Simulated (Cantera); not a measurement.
Source: NASA polynomial tables (part measured, part estimated), evaluated in Cantera. Values are per mole of reaction as written; species without (g) are pure solids or liquids, kept so even where they would boil at 1 bar.

3 FeCl2(g) = Fe + Fe2Cl6(g)

| T (K) | ΔH° (kJ) | ΔS° (J/K) | ΔG° (kJ) | log10 K |
|---|---|---|---|---|
| 300 | -231.3 | -333.5 | -131.3 | 22.86 |
| 573 | -223.7 | -315.5 | -42.9 | 3.91 |
| 623 | -222.3 | -313.1 | -27.2 | 2.28 |
| 673 | -220.8 | -310.8 | -11.6 | 0.90 |
| 723 | -219.3 | -308.7 | 3.9 | -0.28 |
| 773 | -217.7 | -306.6 | 19.3 | -1.30 |
| 823 | ? | ? | ? | ? |
| 873 | -214.3 | -302.4 | 49.7 | -2.97 |
| 923 | ? | ? | ? | ? |
| 973 | -210.2 | -298.0 | 79.7 | -4.28 |
| 1023 | -207.7 | -295.5 | 94.6 | -4.83 |

Question: Fill in the missing entries.

Answer: 
- 823, ΔH° (kJ): -216.0
- 823, ΔS° (J/K): -304.5
- 823, ΔG° (kJ): 34.5
- 823, log10 K: -2.19
- 923, ΔH° (kJ): -212.3
- 923, ΔS° (J/K): -300.2
- 923, ΔG° (kJ): 64.8
- 923, log10 K: -3.67
